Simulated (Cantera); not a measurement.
A closed system holds: 1 mol CO, 0.52 mol NH₃, 0.35 mol N₂, held at 2123.15 K and 6.10 mbar.

Cantera equilibrium calculation (NASA polynomials, part measured and part estimated; ideal gas, pure solids and liquids). Candidate condensed phases: C, C₆H₆, C₇H₈, C₈H₁₈, H₂O; 136 gas species. Kinetics and transport are ignored.

Base state: CO 0.413, H₂ 0.309, N₂ 0.252, H 0.0256, HCN 2.11e-5, H₂O 1.77e-5 (mole fractions); condensed: gas only.

Problem. What changes in the equilibrium state with this change: CO replaced by C?

Solution. 
```tsv
species	before	after
H₂	0.309	0.528
N₂	0.252	0.426
H	0.0256	0.0334
CO	0.413	0
HCN	2.11e-5	0.0110
C₂H₂ (acetylene)	5.41e-9	0.000876
H₂O	1.77e-5	0
HNC	1.48e-6	0.000774
C(graphite), mol	0	0.981
```
